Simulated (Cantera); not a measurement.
Mixture: CH₄ : O₂ : N₂ = 1 : 2.63 : 11.1 (molar parts), at 11.0 bar, adiabatic and at constant volume. Ignition delay is the time to a rise of 400 K.

Computed with Cantera and GRI-Mech 3.0 (53 species, 325 reactions).

Q: What does this change do: CH4 1 to 2.7 parts?

A: 
```
quantity                                                before       after
--------------------------------------------------  ----------  ----------
delay at 1250 K                                        2.19 ms     3.56 ms
delay at 1400 K                                       0.427 ms    0.673 ms
delay at 1550 K                                       0.102 ms    0.150 ms
delay at 1700 K                                        29.5 µs     38.7 µs
delay at 1850 K                                        10.4 µs     12.1 µs
apparent activation energy between 1700 and 1850 K  180 kJ/mol  200 kJ/mol
```

Q: What does this change do: pressure from 11.0 bar to 0.300 bar?

A: 
```tsv
quantity	before	after
delay at 1250 K	2.19 ms	53.0 ms
delay at 1400 K	0.427 ms	7.91 ms
delay at 1550 K	0.102 ms	1.89 ms
delay at 1700 K	29.5 µs	0.632 ms
delay at 1850 K	10.4 µs	0.260 ms
apparent activation energy between 1700 and 1850 K	180 kJ/mol	160 kJ/mol
```
